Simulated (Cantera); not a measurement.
Input: 1 mol Si, 2 mol SF6, at 527 °C and 0.210 Torr.

Method: chemical equilibrium by Gibbs-energy minimisation in Cantera with the NASA 1993 tables (ideal gas, pure condensed phases). Candidate condensed phases: S, Si; 21 gas species. The tables' values for S2F2 (SSF2), SF3 are old estimates; treat these amounts as uncertain. Equilibrium is a limit: real reactors are often held back by kinetics, nucleation or transport.

Base state: SF4 0.605, SiF4 0.337, SF6 0.0403, S2F2 (SSF2) 0.0118, SF2 0.00371, SF3 0.00219 (mole fractions); condensed: gas only.

What changes in the equilibrium state with this change: temperature from 527 °C to 550 °C?


```
species       before    after
-----------  -------  -------
SF4            0.605    0.615
SiF4           0.337    0.336
SF6           0.0403   0.0323
S2F2 (SSF2)   0.0118  0.00867
SF2          0.00371  0.00491
SF3          0.00219  0.00285
```
